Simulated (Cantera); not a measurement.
## Transport properties of process gases

Gas mixture: 31.2 % N₂, 68.8 % N₂O, at 36.0 Pa, frozen composition.

Cantera's kinetic-theory transport with the Lennard-Jones parameters of GRI-Mech 3.0, ideal gas; thermal conductivity in the mixture-averaged form. The composition is frozen, though it would react at the higher temperatures.

```tsv
T (K)	ρ (kg/m³)	cp (J/kg/K)	μ (µPa s)	λ (mW/m/K)	Pr	D (cm²/s) O	D (cm²/s) C₂H₂	D (cm²/s) H₂O
400	0.000422	987.4	20.2	27.6	0.724	1270	642	896
500	0.000338	1046	24.3	34.9	0.727	1870	964	1380
600	0.000282	1095	28.0	42.1	0.729	2550	1330	1950
700	0.000241	1138	31.4	48.9	0.730	3320	1750	2590
800	0.000211	1176	34.6	55.6	0.733	4160	2210	3300
900	0.000188	1209	37.7	62.0	0.735	5080	2700	4080
1000	0.000169	1236	40.5	68.1	0.735	6060	3240	4930
1100	0.000154	1256	43.3	74.1	0.734	7110	3810	5830
1200	0.000141	1274	46.0	79.9	0.733	8220	4410	6790
```
D: mixture-averaged diffusion coefficient of that species in the mixture.
